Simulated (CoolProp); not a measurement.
Vapour-liquid equilibrium of methanol (1) + ethylbenzene (2) at 1070 kPa; x and y are mole fractions of (1).

Values from CoolProp's multi-fluid Helmholtz-energy mixture model, de Reuck 1993 and Zhou 2012; pair parameters Bell 2016.

```
x      bubble temperature, mixture model (K)  bubble temperature, Raoult's law (K)  y, mixture model  y, Raoult's law
-----  -------------------------------------  ------------------------------------  ----------------  ---------------
0.05                                   493.5                                 504.4             0.380            0.329
0.125                                  463.7                                 483.6             0.644            0.570
0.2                                    448.0                                 469.3             0.748            0.700
0.275                                  439.1                                 458.6             0.798            0.781
0.35                                   433.4                                 450.2             0.828            0.836
0.425                                  429.5                                 443.3             0.848            0.875
0.5                                    426.6                                 437.4             0.865            0.905
0.575                                  424.1                                 432.3             0.879            0.928
0.65                                   421.9                                 427.9             0.893            0.947
0.725                                  419.8                                 423.9             0.909            0.962
0.8                                    417.8                                 420.4             0.928            0.975
0.875                                  415.7                                 417.2             0.950            0.985
0.95                                   413.7                                 414.2             0.978            0.995
```

The largest gap from Raoult's law is -21.3 K in bubble temperature, at x = 0.2. No azeotrope shows between x = 0.05 and 0.95.

Pair parameters are fitted to limited data, so mixtures are less certain than the pure fluids. With so large a gap from Raoult's law the liquid may split in two, which this calculation doesn't test in full.
